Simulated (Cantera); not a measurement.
A jet of 2.59 % H₂, 8.34 % O₂, 89.1 % N₂, equivalence ratio 0.16 at 300 K and 0.290 bar hits a platinum plate 2.4 cm away at a mass flux of 0.055 kg/m²/s; the plate temperature is set and raised in steps from an oxygen-covered start.

Detailed kinetics in Cantera: Deutschmann's 1995 Pt surface mechanism with GRI-Mech 3.0 gas chemistry. Catalytic surfaces can have several steady states; this one follows from the mechanism file's or the stated starting coverage.

x: mole fraction at the wall; θ: surface coverage.

| plate T (K) | wall x H₂ | wall x O₂ | wall x H₂O | wall x OH | θ free Pt | θ O* | θ OH* |
|---|---|---|---|---|---|---|---|
| 500 | 0.00149 | 0.0573 | 0.0478 | <1e-8 | 0.0380 | 0.933 | 0.0285 |
| 550 | 0.00148 | 0.0574 | 0.0475 | <1e-8 | 0.0402 | 0.943 | 0.0164 |
| 600 | 0.00148 | 0.0575 | 0.0471 | <1e-8 | 0.0423 | 0.947 | 0.0102 |
| 650 | 0.00147 | 0.0575 | 0.0468 | <1e-8 | 0.0446 | 0.949 | 0.00682 |
| 700 | 0.00142 | 0.0575 | 0.0466 | <1e-8 | 0.0484 | 0.947 | 0.00490 |
| 750 | [?] | 0.0574 | 0.0468 | <1e-8 | 0.0593 | 0.937 | 0.00391 |
| 800 | [?] | 0.0571 | 0.0471 | <1e-8 | 0.0846 | 0.912 | 0.00348 |
| 850 | [?] | 0.0569 | 0.0474 | <1e-8 | 0.125 | 0.871 | 0.00323 |

**Question.** Complete the blanks.

**Answer.** 
- 750, wall x H₂: 0.00122
- 800, wall x H₂: 0.000894
- 850, wall x H₂: 0.000640
